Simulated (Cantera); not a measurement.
**Chlorosilane synthesis and conversion: Si + HCl + H₂**

Feed: 1 mol Si, a varied amount of HCl, 11 mol H₂, at 1773 K and 1.00 bar.

Equilibrium computed with Cantera from the NASA thermochemical tables; the gas is ideal and each condensed phase is pure. Candidate condensed phases: Si; 19 gas species. The tables' values for SiCl₃, SiCl are old estimates; treat these amounts as uncertain. Gases not in the tables: Si₂H₆ and higher silanes. The numbers say what is thermodynamically allowed, not how fast it happens.

```csv
n(HCl) (mol),x H₂,x HCl,x SiCl₂,x SiCl₃,x SiHCl₃,x SiCl₄,x H,x SiH₂Cl₂,n Si(l)
0.68,0.949,0.0442,0.00662,0.000171,3.78e-5,7.52e-6,0.000277,3.42e-5,0.919
0.9,0.935,0.0541,0.0101,0.000321,7.04e-5,1.74e-5,0.000275,5.12e-5,0.874
1.2,0.918,0.0657,0.0151,0.000590,0.000128,3.91e-5,0.000273,7.54e-5,0.805
1.6,0.898,0.0785,0.0221,0.00104,0.000224,8.35e-5,0.000270,0.000108,0.703
2.1,0.875,0.0916,0.0308,0.00172,0.000365,0.000163,0.000266,0.000147,0.565
2.8,0.847,0.106,0.0427,0.00280,0.000585,0.000313,0.000262,0.000197,0.357
3.6,0.820,0.119,0.0554,0.00415,0.000852,0.000527,0.000258,0.000247,0.108
```
x: gas mole fraction; n: condensed amount in mol.

From 0.68 mol HCl to 3.6 mol HCl the condensed part is Si(l). The main Si-bearing gas is SiCl₂ throughout. The share of Si in condensed phases is highest at 0.68 mol HCl (91.9 %) and lowest at 3.6 mol HCl (10.8 %).
